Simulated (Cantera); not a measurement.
Charge: 1 mol CS2, 0.019 mol O2, equilibrated at 673.15 K and 6.90 bar.

These are equilibrium values from Cantera (NASA tables, ideal gas, pure condensed phases), not measurements of a reactor. Candidate condensed phases: C, S; 22 gas species. Gases not in the tables: S3 to S7. Equilibrium is a limit: real reactors are often held back by kinetics, nucleation or transport.

Base state: CO2 0.709, COS 0.243, S8 0.0239, CS2 0.0199, CO 0.00279, S2 0.00143 (mole fractions); condensed: C(graphite) + S(l).

Task: What changes in the equilibrium state with this change: temperature from 673.15 K to 2598 K?

Result: 
| species | before | after |
|---|---|---|
| CS2 | 0.0199 | 0.532 |
| CS | <1e-9 | 0.267 |
| S2 | 0.00143 | 0.160 |
| CO2 | 0.709 | 2.17e-8 |
| S8 | 0.0239 | <1e-9 |
| COS | 0.243 | 0.000223 |
| CO | 0.00279 | 0.0313 |
| S | <1e-9 | 0.00992 |
| C(graphite), mol | 0.978 | 0 |
| S(l), mol | 1.99 | 0 |
